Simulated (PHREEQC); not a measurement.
A solution holds 0.0015 mol/kgw Pb(NO3)2 and 0.07 mol/kgw KNO3, at 35 °C. Closed to the air; pH follows from the charge balance.

All values are PHREEQC results (ion-association model, phreeqc.dat), not measurements.

| quantity | before | after |
|---|---|---|
| pH | 5.52 | 5.91 |
| ionic strength (mol/kgw) | 0.0736 | 0.0745 |

### Question
Which change was made?
A. Pb(NO3)2 replaced by Zn(NO3)2 at the same molality
B. KNO3 from 0.07 to 0.14 mol/kgw
C. KNO3 from 0.07 to 0.007 mol/kgw
D. KNO3 replaced by Mn(NO3)2 at the same molality
E. temperature from 35 to 30 °C

### Answer
A, Pb(NO3)2 replaced by Zn(NO3)2 at the same molality

This is a speciation only: nothing precipitates in the calculation.
